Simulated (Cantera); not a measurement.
Charge: 1 mol Si, a varied amount of HF, equilibrated at 602 °C and 100000 Pa.

Equilibrium computed with Cantera from the NASA thermochemical tables; the gas is ideal and each condensed phase is pure. Candidate condensed phases: Si; 25 gas species. Kinetics and transport are ignored.

At 12 mol HF, list the 4 most abundant gas species with their mole fractions, and the condensed phases.

HF 0.727, H2 0.182, SiF4 0.0909, H2F2 3.44e-5. Condensed: gas only.
